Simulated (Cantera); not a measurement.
An adiabatic, constant-pressure homogeneous reactor starts with 9.52 % CH₃OH, 8.40 % O₂, 78.9 % N₂, 3.14 % H₂O, equivalence ratio 1.7, at 1800 K and 0.385 atm.

Computed with Cantera and GRI-Mech 3.0 (53 species, 325 reactions). GRI-Mech 3.0 was tuned for natural gas; its chemistry of methanol as a main component is partial and can be far from experiment.

Task: Predict: time of steepest temperature rise; temperature at 0.100 s; equilibrium temperature; x(O₂) at 0.100 s; x(H₂O) at 0.100 s; x(H₂) at 0.100 s; x(NO) at 0.100 s.

Result: 
| Item | Result |
|---|---|
| time of steepest temperature rise | 65.4 µs |
| temperature at 0.100 s | 2465 K |
| equilibrium temperature | 2465 K |
| x(O₂) at 0.100 s | 0.000563 (gas-phase equilibrium 0.000563) |
| x(H₂O) at 0.100 s | 0.144 (gas-phase equilibrium 0.144) |
| x(H₂) at 0.100 s | 0.0490 (gas-phase equilibrium 0.0490) |
| x(NO) at 0.100 s | 0.00106 (gas-phase equilibrium 0.00106) |
